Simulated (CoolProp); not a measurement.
Vapour-liquid equilibrium of dimethyl ether (1) + methanol (2) at 0.00625 MPa; x and y are mole fractions of (1).

Model: multi-fluid Helmholtz-energy mixture model, Wu 2011 and de Reuck 1993; pair parameters Bell 2016, in CoolProp.

```json
[
 {"x": "0.05", "bubble temperature, mixture model (K)": "231.9", "bubble temperature, Raoult's law (K)": "250.1", "y, mixture model": "0.972", "y, Raoult's law": "0.875"},
 {"x": "0.15", "bubble temperature, mixture model (K)": "214.3", "bubble temperature, Raoult's law (K)": "229.3", "y, mixture model": "0.995", "y, Raoult's law": "0.981"},
 {"x": "0.25", "bubble temperature, mixture model (K)": "208.4", "bubble temperature, Raoult's law (K)": "220.3", "y, mixture model": "0.997", "y, Raoult's law": "0.993"},
 {"x": "0.35", "bubble temperature, mixture model (K)": "205.5", "bubble temperature, Raoult's law (K)": "214.6", "y, mixture model": "0.998", "y, Raoult's law": "0.997"},
 {"x": "0.45", "bubble temperature, mixture model (K)": "204.0", "bubble temperature, Raoult's law (K)": "210.6", "y, mixture model": "0.998", "y, Raoult's law": "0.998"},
 {"x": "0.55", "bubble temperature, mixture model (K)": "203.0", "bubble temperature, Raoult's law (K)": "207.6", "y, mixture model": "0.998", "y, Raoult's law": "0.999"},
 {"x": "0.65", "bubble temperature, mixture model (K)": "202.3", "bubble temperature, Raoult's law (K)": "205.1", "y, mixture model": "0.998", "y, Raoult's law": "0.999"},
 {"x": "0.75", "bubble temperature, mixture model (K)": "201.5", "bubble temperature, Raoult's law (K)": "203.0", "y, mixture model": "0.998", "y, Raoult's law": "1.000"},
 {"x": "0.85", "bubble temperature, mixture model (K)": "200.7", "bubble temperature, Raoult's law (K)": "201.2", "y, mixture model": "0.998", "y, Raoult's law": "1.000"},
 {"x": "0.95", "bubble temperature, mixture model (K)": "199.6", "bubble temperature, Raoult's law (K)": "199.7", "y, mixture model": "0.999", "y, Raoult's law": "1.000"}
]
```

The largest gap from Raoult's law is -18.2 K in bubble temperature, at x = 0.05. No azeotrope shows between x = 0.05 and 0.95.

Pair parameters are fitted to limited data, so mixtures are less certain than the pure fluids. With so large a gap from Raoult's law the liquid may split in two, which this calculation doesn't test in full.
